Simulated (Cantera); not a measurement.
An adiabatic, constant-volume homogeneous reactor starts with CH₄ : C₂H₆ : C₃H₈ : O₂ : N₂ : CO₂ = 1 : 0.055 : 0.061 : 5.68 : 21.3 : 0.088 (molar parts), at 1150 K and 225 Torr.

Cantera simulation using GRI-Mech 3.0 (53 species, 325 reactions); the numbers are that mechanism's predictions, not measurements.

Task: Predict: time of steepest temperature rise; temperature at 1.00 s; equilibrium temperature; x(CO) at 1.00 s; x(H₂O₂) at 1.00 s.

Result: 
```json
{
 "time_of_steepest_temperature_rise": "27.5 ms",
 "temperature at 1.00 s": "2261 K",
 "equilibrium_temperature": "2261 K",
 "x(CO) at 1.00 s": "0.00171 (gas-phase equilibrium 0.00171)",
 "x(H₂O₂) at 1.00 s": "8.19e-8 (gas-phase equilibrium 8.19e-8)"
}
```
